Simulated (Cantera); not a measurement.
Cantera run:

```python
import numpy as np
import cantera as ct

gas_names = """
    H HO2 H2 H2O H2O2 H2S H2SO4 O OH O2 O3 S SH SO SO2 SO3 S2 S2O S8
""".split()
cond_names = """
    H2O(s) H2O(L) H2SO4(L) S(cr1) S(cr2) S(L)
""".split()


# ... load() reads the species with a 1 bar reference pressure and builds the phases ...
atoms = {
    'H2S': {'H': 2, 'S': 1},
    'H2O': {'H': 2, 'O': 1},
    'O2': {'O': 2},
}
top_T = {}  # K; cautious upper limits of use, not melting points


# ... equilibrate(T, P, feed) seeds the gas with the atoms and calls Mixture.equilibrate('TP', solver="vcs", rtol=1e-11, max_steps=5000) ...
results = []
feed = {'H2S': 1, 'H2O': 2.2, 'O2': 1}  # mol
P = 6300000  # Pa
for T in [2923, 2998, 3073, 3148, 3223, 3298, 3373, 3448]:
    mix = equilibrate(T, P, feed)
    results.append((T, P, feed, dict(zip(mix.species_names, mix.species_moles))))

top = {s: max(r[3][s] / sum(r[3][g] for g in gas_names) for r in results) for s in gas_names}
cols = sorted((s for s in top if top[s] > 1e-05), key=lambda s: -top[s])[:9]
seen = [c for c in cond_names if any(r[3].get(c, 0) > 1e-12 for r in results)]
print("log10 of partial pressures in bar; condensed amounts in mol")
print(f"{'T/K':>10s}" + "".join(f"{s[:9]:>10s}" for s in cols + seen))
for T, P, feed, n in results:
    ng = sum(n[g] for g in gas_names)
    print(f"{T:10.4g}" + "".join(f"{np.log10(max(n[s] / ng * P / 1e5, 1e-99)):10.3f}" for s in cols)
          + "".join(f"{n.get(c, 0):10.4g}" for c in seen))
```

Output:

```
log10 of partial pressures in bar; condensed amounts in mol
       T/K       H2O       SO2        H2        SO        OH         H        SH       H2S        S2
      2923     1.601     1.014     0.875     0.410    -0.249    -0.469    -0.269    -0.265    -0.333
      2998     1.595     1.010     0.888     0.446    -0.132    -0.361    -0.263    -0.325    -0.397
      3073     1.589     1.004     0.898     0.478    -0.021    -0.257    -0.259    -0.386    -0.462
      3148     1.582     0.997     0.908     0.507     0.083    -0.159    -0.257    -0.445    -0.527
      3223     1.575     0.988     0.916     0.534     0.182    -0.066    -0.257    -0.502    -0.589
      3298     1.566     0.978     0.924     0.559     0.276     0.023    -0.255    -0.557    -0.648
      3373     1.555     0.965     0.932     0.582     0.363     0.108    -0.253    -0.608    -0.701
      3448     1.544     0.950     0.940     0.604     0.443     0.189    -0.248    -0.654    -0.748
```

Cantera equilibrium calculation (NASA polynomials, part measured and part estimated; ideal gas, pure solids and liquids). The ideal-gas law is rough above about 30 bar.
